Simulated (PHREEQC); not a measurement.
## Brine (model solution)

Dissolve 4.1 mol/kgw K2CO3 and 0.0355 mol/kgw NaHCO3 at 25 °C. Closed to the air; pH follows from the charge balance.

Computed with PHREEQC (Pitzer model, pitzer.dat).

No solid was allowed to form.

### Question
Estimate the pH, osmotic coefficient, ionic strength.

### Answer
pH 12.27; osmotic coefficient 1.243; ionic strength 12.3 mol/kgw.

Complexes and solids missing from the database can't appear. In brines, pH and single-ion activities rest on the MacInnes convention.
